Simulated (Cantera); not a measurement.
**Thermodynamics of aluminium nitride and oxide growth, feed AlBr3 + N2 + H2 + N2O**

Charge: 1 mol AlBr3, 84 mol N2, 73 mol H2, 1.1 mol N2O, at 100000 Pa.

Cantera equilibrium calculation (NASA polynomials, part measured and part estimated; ideal gas, pure solids and liquids). Candidate condensed phases: Al, AlBr3, AlN, Al2O3, Br2, H2O; 41 gas species. Mutual solubility and eutectic melting of coexisting phases are not modelled. Condensed phases not in the tables: aluminium oxynitride. Equilibrium is a limit: real reactors are often held back by kinetics, nucleation or transport.

From 1250 °C to 1500 °C the condensed part is AlN(s) + Al2O3(s). From 1550 °C to 1600 °C the condensed part is Al2O3(s). The main Al-bearing gas is AlBr3 at 1250 °C and AlBr at 1600 °C. The share of Al in condensed phases is highest at 1250 °C (95.0 %) and lowest at 1600 °C (72.7 %).

```
T (°C)  log p N2  log p H2  log p HBr  log p AlBr  log p Br  n AlN(s)  n Al2O3(s)
------  --------  --------  ---------  ----------  --------  --------  ----------
1250       -0.27     -0.35      -1.75       -4.82     -4.25     0.218       0.366
1300       -0.27     -0.35      -1.75       -4.43     -4.08     0.213       0.366
1350       -0.27     -0.35      -1.75       -4.07     -3.92     0.204       0.366
1400       -0.27     -0.35      -1.76       -3.73     -3.78     0.188       0.366
1450       -0.27     -0.35      -1.76       -3.41     -3.65     0.157       0.365
1500       -0.27     -0.35      -1.77       -3.12     -3.52    0.0996       0.365
1550       -0.27     -0.35      -1.79       -2.85     -3.42         0       0.365
1600       -0.27     -0.35      -1.79       -2.81     -3.30         0       0.364
```
log p: log10 of the partial pressure in bar; n: condensed amount in mol.
